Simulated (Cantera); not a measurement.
## Calcination and drying: CaCO3 + CO2 + H2

Feed: 1 mol CaCO3, 0.039 mol CO2, 0.71 mol H2, equilibrated at 0.00133 bar.

Equilibrium computed with Cantera from the NASA thermochemical tables; the gas is ideal and each condensed phase is pure. Candidate condensed phases: C, C6H6, C7H8, C8H18, Ca, CaCO3, CaO, Ca(OH)2, H2O; 115 gas species. Kinetics and transport are ignored.

| T (K) | x CO | x CO2 | x H2O | x H2 | x H | x OH | n CaO(s) |
|---|---|---|---|---|---|---|---|
| 1323 | 0.276 | 0.318 | 0.276 | 0.130 | 1.56e-5 | 4.82e-7 | 1.00 |
| 1398 | 0.285 | 0.309 | 0.285 | 0.121 | 4.51e-5 | 2.09e-6 | 1.00 |
| 1473 | 0.292 | 0.302 | 0.292 | 0.114 | 0.000117 | 7.80e-6 | 1.00 |
| 1548 | 0.298 | 0.296 | 0.298 | 0.108 | 0.000277 | 2.56e-5 | 1.000 |
| 1623 | 0.303 | 0.290 | 0.303 | 0.102 | 0.000605 | 7.52e-5 | 1.000 |
| 1698 | 0.308 | 0.286 | 0.308 | 0.0972 | 0.00123 | 0.000201 | 1.000 |
| 1773 | 0.312 | 0.282 | 0.311 | 0.0928 | 0.00237 | 0.000493 | 1.000 |
| 1848 | 0.315 | 0.278 | 0.313 | 0.0886 | 0.00432 | 0.00112 | 1.000 |
| 1923 | 0.317 | 0.274 | 0.314 | 0.0847 | 0.00751 | 0.00240 | 1.000 |
| 1998 | 0.319 | 0.269 | 0.312 | 0.0810 | 0.0125 | 0.00479 | 1.000 |
| 2073 | 0.322 | 0.261 | 0.306 | 0.0779 | 0.0201 | 0.00898 | 1.000 |
| 2148 | 0.327 | 0.246 | 0.292 | 0.0759 | 0.0314 | 0.0156 | 0.999 |
x: gas mole fraction; n: condensed amount in mol.

From 1323 K to 2148 K the condensed part is CaO(s).
